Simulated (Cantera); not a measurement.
Source: NASA polynomial tables (part measured, part estimated), evaluated in Cantera. Values are per mole of reaction as written; species without (g) are pure solids or liquids, kept so even where they would boil at 1 bar. TiC: taken at fixed stoichiometry.

2 TiC + 5 O(g) ⇌ 2 CO(g) + Ti₂O₃, with ΔH° = -2619.6 kJ and ΔS° = -381.0 J/K at 300 K.

Question: How far is the shortcut ΔG° ≈ ΔH°(300 K) − T·ΔS°(300 K) from the full temperature-dependent value at 2350, 2400, 2450, 2500, 2550, 2600, 2650, 2700, 2750, 2800, 2850 K?

Answer: 
```json
[
 {"T (K)": "2350", "shortcut (kJ)": "-1724.2", "full (kJ)": "-1730.5", "difference (kJ)": "6.3", "difference in log10 K": "-0.14", "condensed phases": "TiC(s), Ti₂O₃(l)"},
 {"T (K)": "2400", "shortcut (kJ)": "-1705.2", "full (kJ)": "-1713.9", "difference (kJ)": "8.8", "difference in log10 K": "-0.19", "condensed phases": "TiC(s), Ti₂O₃(l)"},
 {"T (K)": "2450", "shortcut (kJ)": "-1686.1", "full (kJ)": "-1697.4", "difference (kJ)": "11.3", "difference in log10 K": "-0.24", "condensed phases": "TiC(s), Ti₂O₃(l)"},
 {"T (K)": "2500", "shortcut (kJ)": "-1667.1", "full (kJ)": "-1680.8", "difference (kJ)": "13.8", "difference in log10 K": "-0.29", "condensed phases": "TiC(s), Ti₂O₃(l)"},
 {"T (K)": "2550", "shortcut (kJ)": "-1648.0", "full (kJ)": "-1664.3", "difference (kJ)": "16.3", "difference in log10 K": "-0.33", "condensed phases": "TiC(s), Ti₂O₃(l)"},
 {"T (K)": "2600", "shortcut (kJ)": "-1629.0", "full (kJ)": "-1647.7", "difference (kJ)": "18.7", "difference in log10 K": "-0.38", "condensed phases": "TiC(s), Ti₂O₃(l)"},
 {"T (K)": "2650", "shortcut (kJ)": "-1609.9", "full (kJ)": "-1631.1", "difference (kJ)": "21.2", "difference in log10 K": "-0.42", "condensed phases": "TiC(s), Ti₂O₃(l)"},
 {"T (K)": "2700", "shortcut (kJ)": "-1590.9", "full (kJ)": "-1614.6", "difference (kJ)": "23.7", "difference in log10 K": "-0.46", "condensed phases": "TiC(s), Ti₂O₃(l)"},
 {"T (K)": "2750", "shortcut (kJ)": "-1571.8", "full (kJ)": "-1598.0", "difference (kJ)": "26.2", "difference in log10 K": "-0.50", "condensed phases": "TiC(s), Ti₂O₃(l)"},
 {"T (K)": "2800", "shortcut (kJ)": "-1552.7", "full (kJ)": "-1581.4", "difference (kJ)": "28.7", "difference in log10 K": "-0.53", "condensed phases": "TiC(s), Ti₂O₃(l)"},
 {"T (K)": "2850", "shortcut (kJ)": "-1533.7", "full (kJ)": "-1564.8", "difference (kJ)": "31.1", "difference in log10 K": "-0.57", "condensed phases": "TiC(s), Ti₂O₃(l)"}
]
```
The shortcut ignores heat capacities and the phase changes listed.
